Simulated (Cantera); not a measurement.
Feed: 1 mol SiHCl3, 0.027 mol Cl2, 140 mol N2, held at 10000 Pa.

Method: chemical equilibrium by Gibbs-energy minimisation in Cantera with the NASA 1993 tables (ideal gas, pure condensed phases). Candidate condensed phases: NH4Cl, Si, Si3N4; 28 gas species. N2 is the only nitrogen source here; it is nearly inert below about 1500 K, so the nitride shown seldom forms there in practice. Rates play no part.

**Question.** Which condensed phases are stable at each of these points (T (°C)): 800, 900, 1000, 1100, 1200, 1300, 1400, 1500?

**Answer.** 
```json
[
 {"T (°C)": "800", "condensed phases": "Si3N4(s)", "Si condensed (%)": "46.9"},
 {"T (°C)": "900", "condensed phases": "Si3N4(s)", "Si condensed (%)": "46.9"},
 {"T (°C)": "1000", "condensed phases": "Si3N4(s)", "Si condensed (%)": "45.6"},
 {"T (°C)": "1100", "condensed phases": "Si3N4(s)", "Si condensed (%)": "40.1"},
 {"T (°C)": "1200", "condensed phases": "Si3N4(s)", "Si condensed (%)": "24.4"},
 {"T (°C)": "1300", "condensed phases": "Si3N4(s)", "Si condensed (%)": "4.1"},
 {"T (°C)": "1400", "condensed phases": "gas only", "Si condensed (%)": "0.0"},
 {"T (°C)": "1500", "condensed phases": "gas only", "Si condensed (%)": "0.0"}
]
```

From 800 °C to 1300 °C the condensed part is Si3N4(s). From 1400 °C to 1500 °C nothing is condensed.
